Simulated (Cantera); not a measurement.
Feed: 1 mol CH₂F₂, 0.21 mol CH₄, 0.16 mol H₂, held at 260 Pa.

Method: chemical equilibrium by Gibbs-energy minimisation in Cantera with the NASA 1993 tables (ideal gas, pure condensed phases). Candidate condensed phases: C, C₆H₆, C₇H₈, C₈H₁₈; 95 gas species. Equilibrium is a limit: real reactors are often held back by kinetics, nucleation or transport.

log p: log10 of the partial pressure in bar; n: condensed amount in mol.

```
T (°C)    log p HF     log p H     log p F    log p H₂     log p C    log p C₃    log p C₂    log p CF  n C(graphite)
------  ----------  ----------  ----------  ----------  ----------  ----------  ----------  ----------  -------------
1550         -2.70       -4.98       -8.17       -3.24      -12.33      -12.64      -13.72      -10.92           1.21
1700         -2.70       -4.49       -7.38       -3.25      -10.77      -10.85      -11.92       -9.77           1.21
1850         -2.70       -4.08       -6.69       -3.27       -9.43       -9.32      -10.38       -8.78           1.21
2000         -2.71       -3.74       -6.09       -3.33       -8.27       -8.00       -9.05       -7.91           1.21
2150         -2.73  (withheld)  (withheld)  (withheld)  (withheld)  (withheld)  (withheld)  (withheld)           1.20
2300         -2.75       -3.26       -5.01       -3.60       -6.36       -5.82       -6.85       -6.40           1.19
2450         -2.78       -3.13       -4.51       -3.85       -5.56       -4.92       -5.94       -5.72           1.15
2600         -2.83       -3.06       -4.04       -4.17       -4.84       -4.12       -5.12       -5.10          0.844
2750         -2.96       -3.03       -3.67       -4.51       -4.29       -3.67       -4.57       -4.67              0
2900    (withheld)  (withheld)  (withheld)  (withheld)  (withheld)  (withheld)  (withheld)       -4.53              0
3050         -3.36       -2.92       -3.24       -5.02       -3.70       -3.99       -4.35       -4.52              0
3200         -3.66       -2.90       -3.16       -5.29       -3.51       -4.32       -4.37       -4.63              0
```

What belongs in the gaps?


- 2150, log p H: -3.47
- 2150, log p F: -5.53
- 2150, log p H₂: -3.43
- 2150, log p C: -7.25
- 2150, log p C₃: -6.84
- 2150, log p C₂: -7.88
- 2150, log p CF: -7.13
- 2900, log p HF: -3.12
- 2900, log p H: -2.97
- 2900, log p F: -3.40
- 2900, log p H₂: -4.77
- 2900, log p C: -3.97
- 2900, log p C₃: -3.79
- 2900, log p C₂: -4.42
